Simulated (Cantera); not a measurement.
Input (Python, Cantera) and output of one run.

```python
import numpy as np
import cantera as ct

gas_names = [...]  # 109 gases of nasa_gas.yaml made of C, Cl, H, Si
cond_names = """
    C(gr) C6H6(L) C7H8(L) C8H18(L),n-octa Si(cr) Si(L) SiC(b)
""".split()


# ... load() reads the species with a 1 bar reference pressure and builds the phases ...
atoms = {
    'CH3SiCl3': {'C': 1, 'H': 3, 'Si': 1, 'CL': 3},
    'CH4': {'C': 1, 'H': 4},
    'H2': {'H': 2},
}
top_T = {'C(gr)': 4500, 'SiC(b)': 3050}  # K; cautious upper limits of use, not melting points


# ... equilibrate(T, P, feed) seeds the gas with the atoms and calls Mixture.equilibrate('TP', solver="vcs", rtol=1e-11, max_steps=5000) ...
results = []
feed = {'CH3SiCl3': 1, 'CH4': 0.017, 'H2': 110}  # mol
T = 1175  # K
for P in [100, 240, 560, 1300, 3200, 7500, 18000, 42000, 100000]:
    mix = equilibrate(T, P, feed)
    results.append((T, P, feed, dict(zip(mix.species_names, mix.species_moles))))
    x = sorted(zip(gas.X, gas.species_names), reverse=True)
    print(f"T = {T:g} K  P = {P:g} Pa  gas = {mix.phase_moles(0):.4g} mol")
    print("   x: " + "  ".join(f"{s} {v:.3e}" for v, s in x if v > 1e-06))
    print("   condensed (mol): " + ("  ".join(f"{mix.phase(i).name} {mix.phase_moles(i):.4g}"
          for i in range(1, mix.n_phases) if mix.phase_moles(i) > 1e-12) or "none"))
```

It prints:

```
T = 1175 K  P = 100 Pa  gas = 113 mol
   x: H2 9.734e-01  HCL 2.654e-02  CH4 1.815e-05  H 3.825e-06  SiCL2 2.380e-06
   condensed (mol): C(gr) 0.01522  SiC(b) 0.9997
T = 1175 K  P = 240 Pa  gas = 113 mol
   x: H2 9.734e-01  HCL 2.654e-02  CH4 4.355e-05  H 2.469e-06  SiCL2 2.380e-06
   condensed (mol): C(gr) 0.01236  SiC(b) 0.9997
T = 1175 K  P = 560 Pa  gas = 113 mol
   x: H2 9.734e-01  HCL 2.654e-02  CH4 1.016e-04  SiCL2 2.381e-06  H 1.616e-06
   condensed (mol): C(gr) 0.005818  SiC(b) 0.9997
T = 1175 K  P = 1300 Pa  gas = 113 mol
   x: H2 9.733e-01  HCL 2.653e-02  CH4 1.553e-04  SiCL2 3.615e-06  H 1.061e-06
   condensed (mol): SiC(b) 0.9994
T = 1175 K  P = 3200 Pa  gas = 113 mol
   x: H2 9.733e-01  HCL 2.651e-02  CH4 1.653e-04  SiCL2 8.342e-06  SiCL4 2.571e-06  SiHCL3 2.226e-06  SiCL3 1.482e-06
   condensed (mol): SiC(b) 0.9983
T = 1175 K  P = 7500 Pa  gas = 113 mol
   x: H2 9.733e-01  HCL 2.642e-02  CH4 1.947e-04  SiCL2 1.649e-05  SiCL4 1.184e-05  SiHCL3 1.028e-05  SiCL3 4.469e-06  SiH2CL2 1.145e-06
   condensed (mol): SiC(b) 0.995
T = 1175 K  P = 18000 Pa  gas = 113 mol
   x: H2 9.734e-01  HCL 2.615e-02  CH4 2.791e-04  SiCL4 4.565e-05  SiHCL3 4.006e-05  SiCL2 2.705e-05  SiCL3 1.124e-05  SiH2CL2 4.509e-06
   condensed (mol): SiC(b) 0.9855
T = 1175 K  P = 42000 Pa  gas = 112.9 mol
   x: H2 9.737e-01  HCL 2.551e-02  CH4 4.738e-04  SiCL4 1.325e-04  SiHCL3 1.193e-04  SiCL2 3.539e-05  SiCL3 2.191e-05  SiH2CL2 1.377e-05
   condensed (mol): SiC(b) 0.9635
T = 1175 K  P = 100000 Pa  gas = 112.9 mol
   x: H2 9.742e-01  HCL 2.412e-02  CH4 8.901e-04  SiCL4 3.199e-04  SiHCL3 3.047e-04  SiCL2 4.014e-05  SiH2CL2 3.720e-05  SiCL3 3.625e-05  SiH3CL 1.234e-06
   condensed (mol): SiC(b) 0.9166
```

Equilibrium computed with Cantera from the NASA thermochemical tables; the gas is ideal and each condensed phase is pure. The feed counts by its element totals alone. The tables' values for SiCl3 are old estimates; treat these amounts as uncertain.
